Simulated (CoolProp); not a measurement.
Ethane along the isotherm 318.3 K: density (kg/m³) from the reference equation and from simpler models built on Tc = 305.3 K, pc = 4872 kPa, ω = 0.099; each cubic takes its own stable root.

Model: reference Helmholtz-energy equation of state, Bücker 2006, in CoolProp.

```csv
p (kPa),phase,reference
162,gas,1.859
325,gas,3.768
487,gas,5.706
650,gas,7.698
812,gas,9.723
974,gas,11.79
1140,gas,13.97
1300,gas,16.12
1460,gas,18.32
1620,gas,20.59
1790,gas,23.06
1950,gas,25.45
2110,gas,27.92
2270,gas,30.47
2440,gas,33.26
```

**Question.** How far does each simpler model (van der Waals, Redlich-Kwong, Soave-Redlich-Kwong, Peng-Robinson) lie from the reference over these 15 states: mean and median of the absolute difference, and the worst?

**Answer.** 
- van der Waals: mean 0.8 %, median 0.8 %, worst -1.6 % at 318.3 K and 2440 kPa
- Redlich-Kwong: mean 0.1 %, median 0.1 %, worst +0.2 % at 318.3 K and 2440 kPa
- Soave-Redlich-Kwong: mean 0.0 %, median 0.0 %, worst +0.1 % at 318.3 K and 1460 kPa
- Peng-Robinson: mean 1.1 %, median 1.1 %, worst +2.1 % at 318.3 K and 2440 kPa
